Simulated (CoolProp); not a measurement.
Vapour-liquid equilibrium of propylene (1) + R114 (2) at 0.948 MPa; x and y are mole fractions of (1).

The numbers come from the multi-fluid Helmholtz-energy mixture model, Lemmon 2013 and Platzer 1990; pair parameters Bell 2016 in CoolProp. This equation is an older, rougher fit; its heat capacities, sound speeds and derivatives of the liquid may be far off and weren't checked against measurements.

Give the bubble temperature and the first vapour's composition at x = 0.35, 0.5, 0.95. Is there an azeotrope?

x = 0.35: 43.9 °C, y = 0.685; x = 0.5: 34.9 °C, y = 0.797; x = 0.95: 18.7 °C, y = 0.981. No azeotrope shows between x = 0.05 and 0.95.

The pair parameters rest on a limited set of measurements; away from them the model extrapolates.
